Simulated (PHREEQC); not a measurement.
1 kg of water holding 0.029 mol/kgw CaCl2 and 0.19 mol/kgw KCl is evaporated at 50 °C; the solids stay in contact with the brine. The system is closed to CO2. Solids allowed: Portlandite, Sylvite. Others were left out.

All values are PHREEQC results (Pitzer model, pitzer.dat), not measurements.

Predict ionic strength, water activity, Sylvite (mol), Cl in solution (mol/kgw) at water left (kg) = 0.375, 0.01627, 0.00903.


```csv
water left (kg),ionic strength,water activity,Sylvite (mol),Cl in solution (mol/kgw)
0.375,0.739,0.980,0,0.661
0.01627,9.20,0.750,0.127,7.42
0.00903,12.3,0.654,0.166,9.05
```

Species that the database lacks are ignored. Away from 25 °C the constants follow the database's enthalpies or fits; those with neither stay at their 25 °C values.
